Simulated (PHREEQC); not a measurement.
**Hard or scaling water**

Consider water at 25 °C with 9.2 mmol/kgw CaCl2, 85 mmol/kgw Na2HPO4 and 0.00072 mmol/kgw H4SiO4. Closed to the air; pH follows from the charge balance.

Equilibrium calculation in PHREEQC: ion-association model, phreeqc.dat.

Each row changes one thing in this solution. Precipitation was switched off in this run.

```json
[
 {"case": "as made", "pH": "8.20", "ionic strength (mol/kgw)": "0.237", "Na+ (mol/kgw)": "0.164", "HPO4-2 (mol/kgw)": "0.0685", "NaHPO4- (mol/kgw)": "0.00618", "H2PO4- (mol/kgw)": "0.00265", "SI of Quartz (SiO2)": "-2.15"},
 {"case": "CaCl2 left out", "pH": "9.14", "ionic strength (mol/kgw)": "0.241", "Na+ (mol/kgw)": "0.163", "HPO4-2 (mol/kgw)": "0.0774", "NaHPO4- (mol/kgw)": "0.00691", "H2PO4- (mol/kgw)": "0.000339", "SI of Quartz (SiO2)": "-2.25"},
 {"case": "CaCl2 from 0.0092 to 0.0138 mol/kgw", "pH": "8.09", "ionic strength (mol/kgw)": "0.237", "Na+ (mol/kgw)": "0.164", "HPO4-2 (mol/kgw)": "0.0648", "NaHPO4- (mol/kgw)": "0.00585", "H2PO4- (mol/kgw)": "0.00322", "SI of Quartz (SiO2)": "-2.15"},
 {"case": "diluted 10-fold with water", "pH": "8.44", "ionic strength (mol/kgw)": "0.0252", "Na+ (mol/kgw)": "0.0169", "HPO4-2 (mol/kgw)": "0.00745", "NaHPO4- (mol/kgw)": "0.000135", "H2PO4- (mol/kgw)": "0.000278", "SI of Quartz (SiO2)": "-3.18"},
 {"case": "CaCl2 from 0.0092 to 0.00092 mol/kgw", "pH": "8.81", "ionic strength (mol/kgw)": "0.240", "Na+ (mol/kgw)": "0.163", "HPO4-2 (mol/kgw)": "0.0765", "NaHPO4- (mol/kgw)": "0.00683", "H2PO4- (mol/kgw)": "0.000730", "SI of Quartz (SiO2)": "-2.19"},
 {"case": "Na2HPO4 from 0.085 to 0.0425 mol/kgw", "pH": "8.09", "ionic strength (mol/kgw)": "0.122", "Na+ (mol/kgw)": "0.0832", "HPO4-2 (mol/kgw)": "0.0318", "NaHPO4- (mol/kgw)": "0.00182", "H2PO4- (mol/kgw)": "0.00189", "SI of Quartz (SiO2)": "-2.16"},
 {"case": "temperature from 25 to 30 °C", "pH": "8.17", "ionic strength (mol/kgw)": "0.237", "Na+ (mol/kgw)": "0.164", "HPO4-2 (mol/kgw)": "0.0684", "NaHPO4- (mol/kgw)": "0.00611", "H2PO4- (mol/kgw)": "0.00274", "SI of Quartz (SiO2)": "-2.22"},
 {"case": "diluted 100-fold with water", "pH": "8.66", "ionic strength (mol/kgw)": "0.00266", "Na+ (mol/kgw)": "0.00170", "HPO4-2 (mol/kgw)": "0.000790", "NaHPO4- (mol/kgw)": "2.09e-6", "H2PO4- (mol/kgw)": "2.35e-5", "SI of Quartz (SiO2)": "-4.19"},
 {"case": "H4SiO4 from 7.2e-07 to 7.2e-06 mol/kgw", "pH": "8.20", "ionic strength (mol/kgw)": "0.237", "Na+ (mol/kgw)": "0.164", "HPO4-2 (mol/kgw)": "0.0685", "NaHPO4- (mol/kgw)": "0.00618", "H2PO4- (mol/kgw)": "0.00265", "SI of Quartz (SiO2)": "-1.15"}
]
```

Some of these states are supersaturated (in Hydroxyapatite, for instance).
